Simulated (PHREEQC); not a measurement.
A solution holds 7.8 mmol/kgw HF, 2 mmol/kgw H2SiF6 and 27 mmol/kgw HNO3, at 25 °C. Closed to the air; pH follows from the charge balance.

Model: ion-association model, wateq4f.dat, run in PHREEQC.

```
Quantity                   Value
----------------  --------------
pH                          1.57
ionic strength    0.0331 mol/kgw
total alkalinity    -46.8 meq/kg
```

```
species  molality  activity   log γ
-------  --------  --------  ------
H+         0.0312    0.0271  -0.060
NO3-       0.0270    0.0225  -0.079
HF        0.00746   0.00752   0.003
SiF6-2    0.00197   0.00102  -0.286
F-       0.000220  0.000185  -0.077
H2F2     0.000146  0.000147   0.003
H4SiO4    3.09e-5   3.11e-5   0.003
HF2-      6.36e-6   5.33e-6  -0.077
```

This is a speciation only: nothing precipitates in the calculation. Complexes and solids missing from the database can't appear. SiF6-2 is the database's only silicon fluoride.
